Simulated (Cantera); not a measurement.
# Adiabatic ignition

An adiabatic, constant-volume homogeneous reactor starts with 10.6 % CH3OH, 18.7 % O2, 70.6 % N2, at 1550 K and 4.93 atm.

Model: GRI-Mech 3.0 (53 species, 325 reactions), integrated in Cantera. GRI-Mech 3.0 was tuned for natural gas; its chemistry of methanol as a main component is partial and can be far from experiment.

```tsv
t (s)	T (K)	P (bar)	x CH3OH	x O2	x C2H	x N2O	x C2H6	x H2O
1.00e-5	1552	5.01	0.105	0.186	<1e-12	6.12e-9	2.99e-7	0.000718
2.98e-5	1698	5.65	0.0663	0.162	<1e-12	1.20e-7	3.38e-7	0.0321
8.91e-5	2993	10.5	<1e-12	0.0364	<1e-12	2.49e-6	<1e-12	0.168
0.000266	2980	10.5	<1e-12	0.0330	<1e-12	2.68e-6	<1e-12	0.169
0.000794	2979	10.5	<1e-12	0.0325	<1e-12	2.73e-6	<1e-12	0.169
0.00237	2979	10.5	<1e-12	0.0325	<1e-12	2.73e-6	<1e-12	0.169
0.00707	2979	10.5	<1e-12	0.0325	<1e-12	2.73e-6	<1e-12	0.169
0.0211	2979	10.5	<1e-12	0.0325	<1e-12	2.73e-6	<1e-12	0.169
0.0630	2979	10.5	<1e-12	0.0325	<1e-12	2.73e-6	<1e-12	0.169
0.188	2979	10.5	<1e-12	0.0325	<1e-12	2.73e-6	<1e-12	0.169
0.561	2979	10.5	<1e-12	0.0325	<1e-12	2.73e-6	<1e-12	0.169
1.68	2979	10.5	<1e-12	0.0325	<1e-12	2.73e-6	<1e-12	0.169
5.00	2979	10.5	<1e-12	0.0325	<1e-12	2.73e-6	<1e-12	0.169
```
x: mole fraction; the columns are a selection and need not sum to one.

The time of steepest temperature rise is 33.2 µs, the temperature at 5.00 s comes out as 2979 K and the equilibrium temperature is 2979 K. The x(CH3OH) at 5.00 s is <1e-12 (gas-phase equilibrium <1e-12), the x(O2) at 5.00 s is 0.0325 (gas-phase equilibrium 0.0325) and the x(C2H) at 5.00 s is <1e-12 (gas-phase equilibrium <1e-12).
